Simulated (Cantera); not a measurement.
# Adiabatic ignition

An adiabatic, constant-volume homogeneous reactor starts with 4.47 % CH4, 20.4 % O2, 75.2 % N2, at 1300 K and 10.0 bar.

Detailed kinetics in Cantera: GRI-Mech 3.0 (53 species, 325 reactions).

| t (s) | T (K) | P (bar) | x CH4 | x O2 | x CO2 | x NO2 | x HO2 | x CH2CO | x NO |
|---|---|---|---|---|---|---|---|---|---|
| 2.00e-6 | 1300 | 10.0 | 0.0447 | 0.204 | <1e-12 | <1e-12 | 4.77e-8 | <1e-12 | <1e-12 |
| 6.59e-6 | 1300 | 10.00 | 0.0447 | 0.204 | <1e-12 | <1e-12 | 1.55e-7 | <1e-12 | <1e-12 |
| 2.17e-5 | 1300 | 10.00 | 0.0447 | 0.204 | 5.75e-12 | <1e-12 | 4.89e-7 | <1e-12 | <1e-12 |
| 7.14e-5 | 1300 | 10.0 | 0.0447 | 0.204 | 5.41e-10 | <1e-12 | 1.40e-6 | <1e-12 | <1e-12 |
| 0.000235 | 1301 | 10.0 | 0.0446 | 0.204 | 5.48e-8 | <1e-12 | 3.57e-6 | 6.23e-10 | <1e-12 |
| 0.000775 | 1317 | 10.1 | 0.0426 | 0.202 | 5.40e-6 | <1e-12 | 2.94e-5 | 7.97e-7 | <1e-12 |
| 0.00255 | 2447 | 18.9 | <1e-12 | 0.111 | 0.0438 | 1.25e-5 | 1.49e-5 | <1e-12 | 0.00420 |
| 0.00840 | 2429 | 18.7 | <1e-12 | 0.107 | 0.0439 | 3.36e-5 | 1.38e-5 | <1e-12 | 0.0113 |
| 0.0277 | 2422 | 18.7 | <1e-12 | 0.106 | 0.0439 | 4.09e-5 | 1.35e-5 | <1e-12 | 0.0138 |
| 0.0911 | 2422 | 18.7 | <1e-12 | 0.106 | 0.0439 | 4.10e-5 | 1.35e-5 | <1e-12 | 0.0138 |
| 0.300 | 2422 | 18.7 | <1e-12 | 0.106 | 0.0439 | 4.10e-5 | 1.35e-5 | <1e-12 | 0.0138 |
x: mole fraction; the columns are a selection and need not sum to one.

```json
{
  "time_of_steepest_temperature_rise": "0.984 ms",
  "temperature at 0.300 s": "2422 K",
  "equilibrium_temperature": "2422 K",
  "x(CH4) at 0.300 s": "<1e-12 (gas-phase equilibrium <1e-12)",
  "x(O2) at 0.300 s": "0.106 (gas-phase equilibrium 0.106)",
  "x(CO2) at 0.300 s": "0.0439 (gas-phase equilibrium 0.0439)"
}
```
